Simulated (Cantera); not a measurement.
Input: 1 mol SO2, 2 mol O2, 0.49 mol N2, 0.56 mol H2O, at 2850 Torr.

Method: chemical equilibrium by Gibbs-energy minimisation in Cantera with the NASA 1993 tables (ideal gas, pure condensed phases). Candidate condensed phases: H2O, H2SO4, S; 35 gas species. Rates play no part.

x: gas mole fraction; nothing condenses.

```tsv
T (K)	x O2	x SO2	x H2O	x N2	x OH	x NO	x O
1998	0.490	0.245	0.137	0.119	0.00210	0.00452	___
2048	0.490	0.245	0.137	0.118	0.00267	0.00516	___
2098	0.489	0.245	0.136	0.118	0.00334	0.00585	___
2148	0.488	0.245	0.136	0.118	0.00414	0.00659	___
2198	0.487	0.245	0.135	0.117	0.00508	0.00738	___
2248	0.486	0.245	0.135	0.117	0.00618	0.00822	___
2298	0.485	0.245	0.134	0.116	0.00744	0.00912	___
2348	0.484	0.245	0.133	0.116	0.00888	0.0101	___
2398	0.482	0.245	0.132	0.115	0.0105	0.0110	___
2448	0.480	0.244	0.131	0.114	0.0123	0.0121	___
```

Task: Fill in the missing entries.

Result: 
- 1998, x O: 0.000237
- 2048, x O: 0.000344
- 2098, x O: 0.000492
- 2148, x O: 0.000691
- 2198, x O: 0.000956
- 2248, x O: 0.00130
- 2298, x O: 0.00175
- 2348, x O: 0.00233
- 2398, x O: 0.00306
- 2448, x O: 0.00397
